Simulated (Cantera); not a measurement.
Feed: 1 mol SiH₂Cl₂, 2.8 mol H₂, equilibrated at 1852 °C and 0.133 bar.

Method: chemical equilibrium by Gibbs-energy minimisation in Cantera with the NASA 1993 tables (ideal gas, pure condensed phases). Candidate condensed phases: Si; 19 gas species. The tables' values for SiCl, SiCl₃ are old estimates; treat these amounts as uncertain. Gases not in the tables: Si₂H₆ and higher silanes. Equilibrium is a limit: real reactors are often held back by kinetics, nucleation or transport.

Base state: H₂ 0.687, HCl 0.189, SiCl₂ 0.108, H 0.00825, SiCl 0.00183, Cl 0.00166, SiCl₃ 0.00137, Si 0.00130 (mole fractions); condensed: Si(l).

Task: What changes in the equilibrium state with this change: temperature from 1852 °C to 1650 °C?

Result: 
```tsv
species	before	after
H₂	0.687	0.702
HCl	0.189	0.176
SiCl₂	0.108	0.116
Si₂	1.79e-5	1.09e-6
Si	0.00130	0.000127
SiH	0.000203	3.19e-5
SiCl₄	1.67e-5	8.17e-5
SiCl	0.00183	0.000426
Si(l), mol	0.452	0.428
```
The tables' values for SiCl₃, SiCl are old estimates; treat these amounts as uncertain.
